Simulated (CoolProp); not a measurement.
Nitrous oxide at several states: fugacity coefficient from the reference equation and from simpler models built on Tc = 309.5 K, pc = 72.45 bar, ω = 0.161; each cubic takes its own stable root.

Model: reference Helmholtz-energy equation of state, Lemmon 2006, in CoolProp. It is a short technical equation, of lower accuracy than the large ones.

| T (K) | p (bar) | phase | reference | van der Waals | Redlich-Kwong | Soave-Redlich-Kwong | Peng-Robinson |
|---|---|---|---|---|---|---|---|
| 370.8 | 0.2 | gas | 0.9995 | 0.9995 | 0.9994 | 0.9995 | 0.9994 |
| 369.1 | 18.7 | gas | 0.9505 | 0.9508 | ___ | ___ | ___ |
| 225.8 | 297 | liquid | 0.03992 | 0.1238 | 0.05162 | ___ | 0.03876 |
| 492.2 | 5.52 | gas | 0.9950 | 0.9933 | 0.9940 | 0.9957 | 0.9941 |
| 437.8 | 0.139 | gas | 0.9998 | 0.9998 | 0.9998 | 0.9998 | 0.9998 |

**Question.** Complete the blanks.

**Answer.** 
- 369.1, Redlich-Kwong: 0.9485
- 369.1, Soave-Redlich-Kwong: 0.9520
- 369.1, Peng-Robinson: 0.9444
- 225.8, Soave-Redlich-Kwong: 0.04212
